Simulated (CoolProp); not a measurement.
Saturation properties of methanol (Tc = 513.4 K, pc = 8.216 MPa, ω = 0.565).

Computed with CoolProp (reference Helmholtz-energy equation of state, de Reuck 1993).

```tsv
T (K)	p (MPa)	enthalpy of vaporisation (kJ/kg)	surface tension (mN/m)
327	0.06567	1121	19.7
341.3	[?]	1094	18.5
355.7	0.1982	1064	17.2
370	0.3200	1030	[?]
384.3	0.4968	[?]	14.5
398.7	0.7470	948.7	13.1
413	1.086	899.4	11.5
427.4	[?]	[?]	9.95
441.7	2.129	778.8	8.30
456	[?]	709.8	6.59
470.4	3.823	636.3	4.83
484.7	4.978	544.6	[?]
499	6.412	404.3	1.36
```

Task: Fill in the missing entries.

Result: 
- 341.3, p (MPa): 0.1169
- 370, surface tension (mN/m): 15.9
- 384.3, enthalpy of vaporisation (kJ/kg): 992.1
- 427.4, p (MPa): 1.541
- 427.4, enthalpy of vaporisation (kJ/kg): 842.6
- 456, p (MPa): 2.879
- 484.7, surface tension (mN/m): 3.06

It boils at 337.6 K under 1 atm.

Surface tension comes from a separate correlation (Mulero 2012).
